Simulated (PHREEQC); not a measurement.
## Nickel, zinc or cadmium bath (model solution)

Consider water at 68 °C with 0.095 mol CdCl2 and 0.00022 mol KCl per kg of water. Closed to the air; pH follows from the charge balance.

All values are PHREEQC results (ion-association model, phreeqc.dat), not measurements.

Precipitation was switched off in this run.

**Question.** What pH, density does the model give?

**Answer.** pH 5.18; density 0.993 g/cm³.

**Question.** In which forms is Cl present?

**Answer.** Cl- 50 %, CdCl+ 32 %, CdCl2 16 %, CdCl3- 2.5 % of the Cl.

Species that the database lacks are ignored. Away from 25 °C the constants follow the database's enthalpies or fits; those with neither stay at their 25 °C values.
